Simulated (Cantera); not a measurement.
**Stirred combustor or abatement burner**

A perfectly stirred reactor is fed with CH4 : CO : O2 : N2 = 1 : 0.065 : 1.85 : 6.95 (molar parts), at 0.230 bar; it is adiabatic with a 400 K inlet, and is followed from long to short residence time, starting on the burning branch (τ in s: 0.12, 0.045, 0.017, 0.0067, 0.0026, 0.001, 0.00039, 0.00015, 5.9e-05, 2.3e-05).

Model: GRI-Mech 3.0 (53 species, 325 reactions), integrated in Cantera.

```csv
τ (s),T (K),x CH4,x CO,x O2,x H2,x C2H6
0.12,2176,6.12e-6,0.0326,0.00466,0.0153,3.15e-12
0.045,2128,1.22e-5,0.0348,0.00663,0.0170,1.13e-11
0.017,2066,2.50e-5,0.0371,0.00902,0.0191,4.30e-11
0.0067,2000,5.30e-5,0.0392,0.0115,0.0211,1.77e-10
0.0026,1934,0.000123,0.0414,0.0140,0.0228,8.99e-10
0.0010,1874,0.000316,0.0444,0.0171,0.0240,6.02e-9
0.00039,1811,0.000955,0.0512,0.0230,0.0249,6.57e-8
0.00015,400,0.101,0.00659,0.188,<1e-12,<1e-12
5.9e-5,400,0.101,0.00659,0.188,<1e-12,<1e-12
2.3e-5,400,0.101,0.00659,0.188,<1e-12,<1e-12
```
x: mole fraction; the columns are a selection and need not sum to one.
